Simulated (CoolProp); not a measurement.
Values from CoolProp's reference Helmholtz-energy equation of state, Span 2003. It is a short technical equation, of lower accuracy than the large ones.

Problem. Give the vapour pressure (bar), liquid density (kg/m³), liquid cp (kJ/(kg K)), vapour Z of saturated n-heptane at 374 K.

Solution. 
```
T (K)  p (bar)  liquid density (kg/m³)  liquid cp (kJ/(kg K))  vapour Z
-----  -------  ----------------------  ---------------------  --------
374       1.09                     612                   2.57     0.944
```
